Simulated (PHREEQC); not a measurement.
Make-up at 20 °C: 0.0027 mol/kgw HF, 0.00012 mol/kgw NH4HF2 and 0.014 mol/kgw H2SO4. Closed to the air; pH follows from the charge balance.

Equilibrium calculation in PHREEQC: ion-association model, phreeqc.dat.

Each row changes one thing in this solution. Precipitation was switched off in this run.

```json
[
 {"case": "as made", "pH": "1.74", "ionic strength (mol/kgw)": "0.0280", "HSO4- (mol/kgw)": "0.00706", "SO4-2 (mol/kgw)": "0.00694", "HF (mol/kgw)": "0.00281", "F- (mol/kgw)": "0.000132"},
 {"case": "NH4HF2 from 0.00012 to 1.2e-05 mol/kgw", "pH": "1.73", "ionic strength (mol/kgw)": "0.0280", "HSO4- (mol/kgw)": "0.00707", "SO4-2 (mol/kgw)": "0.00692", "HF (mol/kgw)": "0.00260", "F- (mol/kgw)": "0.000122"},
 {"case": "H2SO4 from 0.014 to 0.028 mol/kgw", "pH": "1.48", "ionic strength (mol/kgw)": "0.0493", "HSO4- (mol/kgw)": "0.0174", "SO4-2 (mol/kgw)": "0.0106", "HF (mol/kgw)": "0.00286", "F- (mol/kgw)": "7.85e-5"},
 {"case": "H2SO4 from 0.014 to 0.0126 mol/kgw", "pH": "1.77", "ionic strength (mol/kgw)": "0.0257", "HSO4- (mol/kgw)": "0.00612", "SO4-2 (mol/kgw)": "0.00647", "HF (mol/kgw)": "0.00280", "F- (mol/kgw)": "0.000142"},
 {"case": "HF from 0.0027 to 0.027 mol/kgw", "pH": "1.72", "ionic strength (mol/kgw)": "0.0289", "HSO4- (mol/kgw)": "0.00720", "SO4-2 (mol/kgw)": "0.00680", "HF (mol/kgw)": "0.0259", "F- (mol/kgw)": "0.00116"},
 {"case": "HF from 0.0027 to 0.00135 mol/kgw", "pH": "1.74", "ionic strength (mol/kgw)": "0.0280", "HSO4- (mol/kgw)": "0.00705", "SO4-2 (mol/kgw)": "0.00694", "HF (mol/kgw)": "0.00152", "F- (mol/kgw)": "7.15e-5"}
]
```
